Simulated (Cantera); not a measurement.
An adiabatic, constant-volume homogeneous reactor starts with CH₄ : O₂ : N₂ = 1 : 2.94 : 11.1 (molar parts), equivalence ratio 0.68, at 1175 K and 2.10 bar. Integrator tolerance rtol = 1e-08.

Cantera simulation using GRI-Mech 3.0 (53 species, 325 reactions); the numbers are that mechanism's predictions, not measurements.

Problem. What does this change do: 0.078 parts H2 added?

Solution. 
```csv
quantity,before,after
time of steepest temperature rise,26.5 ms,10.9 ms
temperature at 0.500 s,2653 K,2670 K
equilibrium temperature,2653 K,2670 K
x(CH₄) at 0.500 s,<1e-12 (gas-phase equilibrium <1e-12),<1e-12 (gas-phase equilibrium <1e-12)
x(O₂) at 0.500 s,0.0559 (gas-phase equilibrium 0.0559),0.0534 (gas-phase equilibrium 0.0534)
x(CH₃) at 0.500 s,<1e-12 (gas-phase equilibrium <1e-12),<1e-12 (gas-phase equilibrium <1e-12)
x(H₂O) at 0.500 s,0.122 (gas-phase equilibrium 0.122),0.126 (gas-phase equilibrium 0.126)
x(CH₂) at 0.500 s,<1e-12 (gas-phase equilibrium <1e-12),<1e-12 (gas-phase equilibrium <1e-12)
```

Problem. What does this change do: initial temperature 1175 to 1500 K?

Solution. 
| quantity | before | after |
|---|---|---|
| time of steepest temperature rise | 26.5 ms | 0.551 ms |
| temperature at 0.500 s | 2653 K | 2794 K |
| equilibrium temperature | 2653 K | 2794 K |
| x(CH₄) at 0.500 s | <1e-12 (gas-phase equilibrium <1e-12) | <1e-12 (gas-phase equilibrium <1e-12) |
| x(O₂) at 0.500 s | 0.0559 (gas-phase equilibrium 0.0559) | 0.0557 (gas-phase equilibrium 0.0557) |
| x(CH₃) at 0.500 s | <1e-12 (gas-phase equilibrium <1e-12) | <1e-12 (gas-phase equilibrium <1e-12) |
| x(H₂O) at 0.500 s | 0.122 (gas-phase equilibrium 0.122) | 0.115 (gas-phase equilibrium 0.115) |
| x(CH₂) at 0.500 s | <1e-12 (gas-phase equilibrium <1e-12) | <1e-12 (gas-phase equilibrium <1e-12) |
